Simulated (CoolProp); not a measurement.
Vapour-liquid equilibrium of n-octane (1) + o-xylene (2) at 480.5 K; x and y are mole fractions of (1).

Values from CoolProp's multi-fluid Helmholtz-energy mixture model, Beckmüller 2019 and Zhou 2012; pair parameters Bell 2016.

**Question.** Give the bubble pressure and the first vapour's composition at x = 0.25, 0.35, 0.65. Is there an azeotrope?

**Answer.** x = 0.25: 4.776 bar, y = 0.327; x = 0.35: 4.998 bar, y = 0.435; x = 0.65: 5.625 bar, y = 0.718. No azeotrope shows between x = 0.05 and 0.95.

The pair parameters rest on a limited set of measurements; away from them the model extrapolates.
